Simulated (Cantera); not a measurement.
A Cantera script and its output.

```python
import numpy as np
import cantera as ct

gas = ct.Solution("gri30.yaml")


def delay(T, t_max=10):
    gas.TPX = T, 210000, {'H2': 1, 'O2': 0.847, 'N2': 2.4}
    reactor = ct.IdealGasConstPressureReactor(gas, clone=False)
    net = ct.ReactorNet([reactor])
    net.rtol, net.atol = 1e-8, 1e-16
    while net.time < t_max:
        t_old, T_old = net.time, reactor.T
        net.step()
        if reactor.T > T + 400:  # ignition: a rise of 400 K
            return t_old + (T + 400 - T_old) / (reactor.T - T_old) * (net.time - t_old)
    return np.nan


taus = []
for T in [1250, 1300, 1350, 1400, 1450, 1500]:
    taus.append(delay(T))
    print(f"T0 = {T:6g} K   tau = {taus[-1]:.4e} s")
```

Output:

```
T0 =   1250 K   tau = 1.5630e-05 s
T0 =   1300 K   tau = 1.2314e-05 s
T0 =   1350 K   tau = 1.0072e-05 s
T0 =   1400 K   tau = 8.4947e-06 s
T0 =   1450 K   tau = 7.3573e-06 s
T0 =   1500 K   tau = 6.5272e-06 s
```

Computed with Cantera and GRI-Mech 3.0 (53 species, 325 reactions). The hydrogen kinetics of GRI-Mech 3.0 are dated; newer H2 mechanisms differ, most at raised pressure. Where the delays flatten at high temperature, the 400 K rule measures the pace of heat release, not the induction time.
